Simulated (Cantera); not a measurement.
## Equilibrium for roasting and sulfation: MgCO3 + SO3 + CO2

Charge: 1 mol MgCO3, 0.48 mol SO3, 0.38 mol CO2, at 1900 K and 0.150 bar.

Cantera equilibrium calculation (NASA polynomials, part measured and part estimated; ideal gas, pure solids and liquids). Candidate condensed phases: C, Mg, MgCO3, MgO, MgS, MgSO4, S; 26 gas species. The numbers say what is thermodynamically allowed, not how fast it happens.

The x(CO2) is 0.653, the x(SO2) comes out as 0.228 and the x(O2) comes out as 0.115. The x(CO) comes out as 0.00272 and the x(O) comes out as 0.000262. The x(SO3) comes out as 0.000226 and the x(SO) is 9.91e-5. The n(MgO(s)) is 1.00 mol. The gas amount is 2.103 mol, the log10 activity of S(l) (absent) comes out as -7.36 and the log10 activity of Mg(l) (absent) is -9.82. The log10 activity of C(graphite) (absent) comes out as -10.14.
